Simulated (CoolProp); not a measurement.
A single-stage vapour-compression cycle with the fluid: evaporating at 324.15 K (dew point), condensing at 386.15 K (bubble point), superheat 5 K, subcooling 2 K, compressor efficiency 0.6, no pressure losses. The same conditions are run with several fluids, on thermodynamics alone (safety and materials aside).

The numbers come from the reference Helmholtz-energy equation of state of each fluid (chloromethane (R40): Thol 2014; cyclopentane: Gedanitz 2015; R1233zd(E): Akasaka 2022; the fluoroketone C6F12O (FK-5-1-12): McLinden 2015; ammonia: Gao 2020; R1336mzz(Z): McLinden 2020) in CoolProp.

```
fluid                                cooling COP  pressure ratio  discharge temperature (K)  refrigerating effect (kJ/kg)  volumetric capacity (kJ/m³)
-----------------------------------  -----------  --------------  -------------------------  ----------------------------  ---------------------------
chloromethane (R40)                         2.19            3.55                      457.7                           231                          ___
cyclopentane                                2.48             ___                      406.5                           268                          763
R1233zd(E)                                  2.14             ___                        ___                           101                         1600
the fluoroketone C6F12O (FK-5-1-12)         1.14            5.61                      386.2                           ___                          293
ammonia                                     2.09             ___                      487.8                           715                        11200
R1336mzz(Z)                                 1.99            5.12                      386.2                          79.6                          953
```

Question: Complete the blanks.

Answer: 
- chloromethane (R40), volumetric capacity (kJ/m³): 5830
- cyclopentane, pressure ratio: 5.22
- R1233zd(E), pressure ratio: 4.53
- R1233zd(E), discharge temperature (K): 399.2
- the fluoroketone C6F12O (FK-5-1-12), refrigerating effect (kJ/kg): 21.9
- ammonia, pressure ratio: 3.84

The compression ends wet for: the fluoroketone C6F12O (FK-5-1-12); R1336mzz(Z).
